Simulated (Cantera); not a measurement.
A Cantera script and what it prints.

```python
import numpy as np
import cantera as ct

gas_names = [...]  # 92 gases of nasa_gas.yaml made of C, H, N
cond_names = """
    C(gr) C6H6(L) C7H8(L) C8H18(L),n-octa
""".split()


# ... load() reads the species with a 1 bar reference pressure and builds the phases ...
atoms = {
    'n-butane': {'C': 4, 'H': 10},
    'NH3': {'N': 1, 'H': 3},
    'N2': {'N': 2},
}
top_T = {'C(gr)': 4500}  # K; cautious upper limits of use, not melting points


# ... equilibrate(T, P, feed) seeds the gas with the atoms and calls Mixture.equilibrate('TP', solver="vcs", rtol=1e-11, max_steps=5000) ...
results = []
feed = {'n-butane': 1, 'NH3': 0.59, 'N2': 8.2}  # mol
T = 1200  # K
P = 1333.22  # Pa
mix = equilibrate(T, P, feed)
results.append((T, P, feed, dict(zip(mix.species_names, mix.species_moles))))
print(gas.report(threshold=1e-06))
for i in range(1, mix.n_phases):
    print(f"{mix.phase(i).name:16s} {mix.phase_moles(i):12.5e} mol")
```

Result:

```
       temperature   1200 K
          pressure   1333.2 Pa
           density   0.0023218 kg/m^3
  mean mol. weight   17.376 kg/kmol
   phase of matter   gas

                          1 kg             1 kmol
                     ---------------   ---------------
          enthalpy        1.5871e+06        2.7577e+07  J
   internal energy        1.0129e+06          1.76e+07  J
           entropy             14400        2.5022e+05  J/K
    Gibbs function       -1.5693e+07       -2.7269e+08  J
 heat capacity c_p              1876             32598  J/K
 heat capacity c_v            1397.5             24283  J/K

                      mass frac. Y      mole frac. X     chem. pot. / RT
                     ---------------   ---------------   ---------------
               CH4        3.2556e-05        3.5261e-05           -48.178
                 H        6.3421e-08        1.0933e-06           -11.594
               HCN        5.6989e-05         3.664e-05           -28.494
                H2          0.047474           0.40917           -23.189
                N2           0.95244           0.59075           -30.198
     [  +87 minor]        8.5803e-07        7.4305e-07

C(gr)             3.99896e+00 mol
```

These are equilibrium values from Cantera (NASA tables, ideal gas, pure condensed phases), not measurements of a reactor.
